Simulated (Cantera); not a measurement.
A Cantera script and its output.

```python
import numpy as np
import cantera as ct

surf = ct.Interface("diamond.yaml", "diamond_100")
gas, bulk = surf.adjacent["gas"], surf.adjacent["diamond"]
k = surf.kinetics_species_index(bulk.species_names[0])
cover = ["c6HH", "c6H*", "c6*H", "c6**", "c6HM", "c6B"]

rows, drift = [], 0.0
print(f"{'xCH3':>10s}{'um/h':>11s}" + "".join(f"{s:>11s}" for s in cover))
for v in [1e-06, 2.8e-06, 8e-06, 2.3e-05, 6.4e-05, 0.00018, 0.00051, 0.0014, 0.004]:
    T, P, xH, xCH3 = 1350, 1200, 0.016, v
    gas.TPX = T, P, {"H": xH, "CH3": xCH3, "CH4": 0.0035, "H2": 1 - xH - xCH3 - 0.0035}
    surf.TP = bulk.TP = T, P
    surf.coverages = "c6H*:0.1, c6HH:0.9"
    surf.advance_coverages(100.0)
    before = surf.coverages
    surf.advance_coverages(100.0)
    drift = max(drift, np.max(np.abs(surf.coverages - before) / (surf.coverages + 1e-9)))
    rate = surf.net_production_rates[k] * bulk.mean_molecular_weight / bulk.density * 3.6e9
    rows.append([rate, *surf[cover].coverages])
    print(f"{v:10.4g}{rate:11.4e}" + "".join(f"{x:11.3e}" for x in rows[-1][1:]))
```

Result:

```
      xCH3       um/h       c6HH       c6H*       c6*H       c6**       c6HM        c6B
     1e-06 2.4602e-03  3.523e-01  5.459e-02  5.380e-01  5.508e-02  2.252e-07  6.676e-12
   2.8e-06 6.8885e-03  3.523e-01  5.459e-02  5.380e-01  5.508e-02  6.306e-07  1.869e-11
     8e-06 1.9680e-02  3.523e-01  5.459e-02  5.380e-01  5.507e-02  1.802e-06  5.340e-11
   2.3e-05 5.6569e-02  3.523e-01  5.459e-02  5.380e-01  5.506e-02  5.179e-06  1.535e-10
   6.4e-05 1.5733e-01  3.523e-01  5.459e-02  5.379e-01  5.503e-02  1.441e-05  4.269e-10
   0.00018 4.4181e-01  3.523e-01  5.458e-02  5.379e-01  5.494e-02  4.049e-05  1.199e-09
   0.00051 1.2464e+00  3.523e-01  5.456e-02  5.377e-01  5.469e-02  1.145e-04  3.382e-09
    0.0014 3.3827e+00  3.521e-01  5.451e-02  5.372e-01  5.402e-02  3.126e-04  9.179e-09
     0.004 9.3548e+00  3.518e-01  5.438e-02  5.358e-01  5.215e-02  8.795e-04  2.538e-08
```

Model: the Harris–Goodwin 1993 mechanism for the reconstructed diamond (100) surface, integrated in Cantera.
